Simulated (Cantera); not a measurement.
An isothermal, constant-pressure homogeneous reactor starts with 4.20 % H2, 12.0 % O2, 82.8 % N2, 1.04 % H2O, equivalence ratio 0.17, at 1150 K and 22000 Pa.

Model: the H2/O2 subset of GRI-Mech 3.0, which has no nitrogen chemistry, integrated in Cantera. The temperature is held fixed by assumption; the heat of reaction is taken as removed at once.

x: mole fraction; the columns are a selection and need not sum to one.

| t (s) | x H2 | x O2 | x OH | x H2O2 | x HO2 | x H2O | x H |
|---|---|---|---|---|---|---|---|
| 0.000200 | 0.0420 | 0.120 | [?] | 5.00e-11 | 3.41e-8 | 0.0104 | 3.11e-7 |
| 0.000530 | 0.0277 | 0.113 | [?] | 7.23e-7 | 1.24e-5 | 0.0210 | 0.00610 |
| 0.00140 | 0.000959 | 0.100 | [?] | 9.91e-7 | 1.13e-5 | 0.0513 | 0.00142 |
| 0.00372 | 0.000109 | 0.101 | [?] | 5.33e-7 | 4.91e-6 | 0.0533 | 3.91e-5 |
| 0.00984 | 1.33e-5 | 0.101 | [?] | 1.78e-7 | 1.15e-6 | 0.0535 | 1.68e-6 |
| 0.0261 | 1.91e-6 | 0.101 | [?] | 5.36e-8 | 2.52e-7 | 0.0535 | 1.28e-7 |
| 0.0690 | 3.66e-7 | 0.101 | [?] | 1.69e-8 | 6.52e-8 | 0.0535 | 1.54e-8 |
| 0.183 | 9.43e-8 | 0.101 | [?] | 5.71e-9 | 1.99e-8 | 0.0535 | 2.47e-9 |
| 0.484 | 2.92e-8 | 0.101 | [?] | 2.04e-9 | 6.96e-9 | 0.0535 | 4.72e-10 |
| 1.28 | 1.00e-8 | 0.101 | [?] | 7.61e-10 | 3.06e-9 | 0.0535 | 1.01e-10 |
| 3.40 | 3.84e-9 | 0.101 | [?] | 3.03e-10 | 2.07e-9 | 0.0535 | 2.45e-11 |
| 9.00 | 1.92e-9 | 0.101 | [?] | 1.51e-10 | 2.08e-9 | 0.0535 | 8.74e-12 |

Q: Some entries are withheld; supply them.

A: 
- 0.000200, x OH: 8.16e-8
- 0.000530, x OH: 0.00138
- 0.00140, x OH: 0.000892
- 0.00372, x OH: 0.000245
- 0.00984, x OH: 8.58e-5
- 0.0261, x OH: 3.70e-5
- 0.0690, x OH: 1.84e-5
- 0.183, x OH: 9.99e-6
- 0.484, x OH: 5.75e-6
- 1.28, x OH: 3.43e-6
- 3.40, x OH: 2.13e-6
- 9.00, x OH: 1.48e-6
